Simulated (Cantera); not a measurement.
A perfectly stirred reactor is fed with CH4 : H2 : O2 : N2 = 1 : 0.043 : 1.35 : 5.07 (molar parts), at 0.230 bar; it is adiabatic with a 575 K inlet, and is followed from long to short residence time, starting on the burning branch (τ in s: 0.11, 0.054, 0.027, 0.014, 0.0068, 0.0034, 0.0017, 0.00085, 0.00043, 0.00021, 0.00011, 5.3e-05, 2.7e-05).

Computed with Cantera and GRI-Mech 3.0 (53 species, 325 reactions).

### Question
Predict: blow-out, bracketed by the residence times tried; x(CH4) at τ = 0.110 s; x(H2) at τ = 0.110 s; x(O2) at τ = 0.110 s; x(CH2CO) at τ = 0.110 s; x(CH2) at τ = 0.110 s; x(CH4) at τ = 1.70 ms; x(H2) at τ = 1.70 ms; x(O2) at τ = 1.70 ms; x(CH2CO) at τ = 1.70 ms; x(CH2) at τ = 1.70 ms.

### Answer
- blow-out, bracketed by the residence times tried: burning at 0.850 ms, out at 0.430 ms
- x(CH4) at τ = 0.110 s: 3.78e-5
- x(H2) at τ = 0.110 s: 0.0783
- x(O2) at τ = 0.110 s: 0.000142
- x(CH2CO) at τ = 0.110 s: 3.76e-8
- x(CH2) at τ = 0.110 s: 1.50e-6
- x(CH4) at τ = 1.70 ms: 0.00112
- x(H2) at τ = 1.70 ms: 0.0745
- x(O2) at τ = 1.70 ms: 0.00388
- x(CH2CO) at τ = 1.70 ms: 6.18e-6
- x(CH2) at τ = 1.70 ms: 4.22e-5
